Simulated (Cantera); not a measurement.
Cantera run, input and output.

```python
import numpy as np
import cantera as ct

gas = ct.Solution("gri30.yaml")
gas.TPX = 1575, 100000, {'C2H6': 1, 'N2': 4}
reactor = ct.IdealGasConstPressureReactor(gas, energy="off", clone=False)
net = ct.ReactorNet([reactor])
net.rtol, net.atol = 1e-08, 1e-18
show = ['C2H6', 'CH4', 'HCN', 'CH3', 'H2', 'C2H2']
times = np.geomspace(3e-05, 3, 12)

steps = ct.SolutionArray(gas, extra=["t"])
rows = []
print(f"{'t/s':>10s}{'T/K':>9s}{'P/Pa':>11s}" + "".join(f"{s:>11s}" for s in show))
for t in times:
    while net.time < t:
        t_next = net.step()
        steps.append(gas.state, t=t_next)
    rows.append([np.interp(t, steps.t, y) for y in (steps.T, steps.P, *steps(*show).X.T)])
    print(f"{t:10.3e}{rows[-1][0]:9.1f}{rows[-1][1]:11.4g}" + "".join(f"{x:11.3e}" for x in rows[-1][2:]))
rate = np.gradient(steps.T, steps.t)
print("integrator steps:", len(steps.t))
if steps.T.max() > steps.T[0] + 200:
    print(f"time of steepest temperature rise: {steps.t[rate.argmax()]:.4e} s")
gas.TPX = 1575, 100000, {'C2H6': 1, 'N2': 4}
gas.equilibrate("TP")
print(f"equilibrium (TP): T = {gas.T:.1f} K  " + "  ".join(f"{s} {gas[s].X[0]:.3e}" for s in show))
```

It prints:

```
       t/s      T/K       P/Pa       C2H6        CH4        HCN        CH3         H2       C2H2
 3.000e-05   1575.0      1e+05  1.390e-01  1.396e-02  4.329e-08  4.100e-03  3.536e-02  1.389e-03
 8.544e-05   1575.0      1e+05  6.249e-02  3.701e-02  6.740e-08  2.831e-03  8.683e-02  1.075e-02
 2.433e-04   1575.0      1e+05  8.120e-03  5.683e-02  8.113e-08  9.767e-04  1.403e-01  3.971e-02
 6.930e-04   1575.0      1e+05  5.342e-04  5.826e-02  8.141e-08  2.517e-04  1.693e-01  6.799e-02
 1.974e-03   1575.0      1e+05  6.450e-05  5.731e-02  7.997e-08  1.010e-04  1.866e-01  8.712e-02
 5.621e-03   1575.0      1e+05  3.614e-05  5.588e-02  7.840e-08  8.479e-05  2.042e-01  1.066e-01
 1.601e-02   1575.0      1e+05  2.731e-05  5.414e-02  7.756e-08  7.999e-05  2.162e-01  1.191e-01
 4.560e-02   1575.0      1e+05  2.412e-05  5.117e-02  7.801e-08  7.582e-05  2.207e-01  1.212e-01
 1.299e-01   1575.0      1e+05  1.898e-05  4.438e-02  7.955e-08  6.681e-05  2.288e-01  1.235e-01
 3.699e-01   1575.0      1e+05  1.183e-05  3.267e-02  8.375e-08  5.098e-05  2.429e-01  1.274e-01
 1.053e+00   1575.0      1e+05  7.109e-06  2.180e-02  9.457e-08  3.572e-05  2.559e-01  1.311e-01
 3.000e+00   1575.0      1e+05  6.160e-06  1.888e-02  1.229e-07  3.147e-05  2.594e-01  1.320e-01
integrator steps: 1466
equilibrium (TP): T = 1575.0 K  C2H6 3.917e-06  CH4 1.520e-02  HCN 1.086e-01  CH3 2.506e-05  H2 2.651e-01  C2H2 8.060e-02
```

Detailed kinetics in Cantera: GRI-Mech 3.0 (53 species, 325 reactions). GRI-Mech 3.0 stops at C3 and has no aromatics, soot or wall deposition, so with more carbon than oxygen in the feed, carbon stays in small species such as C2H2 where larger ones or solid carbon would form.
